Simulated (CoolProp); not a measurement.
Saturated liquid density (kg/m³) of the fluoroketone C6F12O (FK-5-1-12): the reference equation beside estimates from Tc = 441.8 K, pc = 1.869 MPa, ω = 0.471. Rackett uses Z = 0.29056 − 0.08775 ω.

The numbers come from the reference Helmholtz-energy equation of state, McLinden 2015 in CoolProp.

```
T (K)  reference  Rackett  van der Waals  Redlich-Kwong  Soave-Redlich-Kwong
-----  ---------  -------  -------------  -------------  -------------------
350         1431     1566          836.5              …                 1291
356         1408     1540          822.9           1161                    …
362         1385     1513          808.9           1135                 1240
368.1          …     1484          794.0              …                 1212
374.1       1335        …          778.7           1081                 1182
380.1          …     1424              …           1052                    …
386.1       1280     1392          745.8           1022                 1119
392.1       1251     1358          728.0          989.9                 1084
```

Q: Some entries are withheld; supply them.

A: 
- 350, Redlich-Kwong: 1185
- 356, Soave-Redlich-Kwong: 1266
- 368.1, reference: 1360
- 368.1, Redlich-Kwong: 1108
- 374.1, Rackett: 1455
- 380.1, reference: 1308
- 380.1, van der Waals: 762.7
- 380.1, Soave-Redlich-Kwong: 1152

Absolute difference from the reference over all 8 rows, mean and median: Rackett 9.0 and 9.1 %, van der Waals 41.7 and 41.6 %, Redlich-Kwong 18.9 and 18.8 %, Soave-Redlich-Kwong 11.3 and 11.2 %.
